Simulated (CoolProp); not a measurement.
Computed with CoolProp (reference Helmholtz-energy equation of state, Akasaka 2023).

Give the vapour pressure (MPa), liquid density (kg/m³), enthalpy of vaporisation (kJ/kg) of saturated R1336mzz(E) at -54.35, -25.25, -10.65 °C.


```json
[
 {"T (°C)": "-54.35", "p (MPa)": "0.00318", "liquid density (kg/m³)": "1530", "enthalpy of vaporisation (kJ/kg)": "184"},
 {"T (°C)": "-25.25", "p (MPa)": "0.0211", "liquid density (kg/m³)": "1460", "enthalpy of vaporisation (kJ/kg)": "170"},
 {"T (°C)": "-10.65", "p (MPa)": "0.0448", "liquid density (kg/m³)": "1430", "enthalpy of vaporisation (kJ/kg)": "163"}
]
```
